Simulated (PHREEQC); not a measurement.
Model water analysis in mg/kgw, 25 °C, pH 3.78, pe 9.9:

| constituent | mg/kgw |
|---|---|
| Na | 83.4 |
| K | 317 |
| Ca | 215 |
| Mg | 118 |
| Cl | 143 |
| S(6) as SO4 | 1330 |
| Cu(2) | 14.1 |
| B | 0.102 |
| Li | 0.228 |
| N(5) as NO3 | 6.46 |
| Br | 7.85 |

Valence states are taken as typed.

All values are PHREEQC results (ion-association model, phreeqc.dat), not measurements.

No solid was allowed to form.

Q: Estimate the ionic strength.

A: ionic strength 0.0422 mol/kgw.

Q: In which forms is Na present?

A: Na+ 98 %, NaSO4- 2.4 % of the Na.

Complexes and solids missing from the database can't appear.
